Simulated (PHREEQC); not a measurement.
Dissolve 0.019 mol/kgw HF, 0.0001 mol/kgw (CH3)4NF and 0.0096 mol/kgw H2SiF6 at 25 °C. Closed to the air; pH follows from the charge balance.

Model: ion-association model, phreeqc.dat, run in PHREEQC.

Each row changes one thing in this solution. Precipitation was switched off in this run.

```csv
case,pH,ionic strength (mol/kgw),HF (mol/kgw),F- (mol/kgw),HF2- (mol/kgw),H4SiO4 (mol/kgw),SI of Quartz (SiO2)
as made,1.76,0.0297,0.0182,0.000826,5.76e-5,3.11e-7,-2.52
temperature from 25 to 35 °C,1.76,0.0295,0.0183,0.000701,5.26e-5,2.11e-6,-1.83
diluted 100-fold with water,3.35,0.000462,0.000304,0.000461,5.39e-7,9.60e-5,-0.04
H2SiF6 from 0.0096 to 0.048 mol/kgw,1.11,0.144,0.0189,0.000228,1.65e-5,1.25e-5,-0.91
(CH3)4NF left out,1.76,0.0297,0.0181,0.000818,5.67e-5,3.23e-7,-2.51
(CH3)4NF replaced by NH4BF4 at the same molality,1.76,0.0298,0.0181,0.000819,5.68e-5,3.22e-7,-2.51
(CH3)4NF from 0.0001 to 0.001 mol/kgw,1.78,0.0298,0.0190,0.000900,6.55e-5,2.20e-7,-2.67
(CH3)4NF from 0.0001 to 0.0002 mol/kgw,1.76,0.0297,0.0182,0.000834,5.84e-5,2.99e-7,-2.54
temperature from 25 to 30 °C,1.76,0.0296,0.0182,0.000762,5.52e-5,8.12e-7,-2.18
```

Complexes and solids missing from the database can't appear. SiF6-2 is the database's only silicon fluoride. Real BF4- forms and hydrolyses slowly; the run takes it at equilibrium.
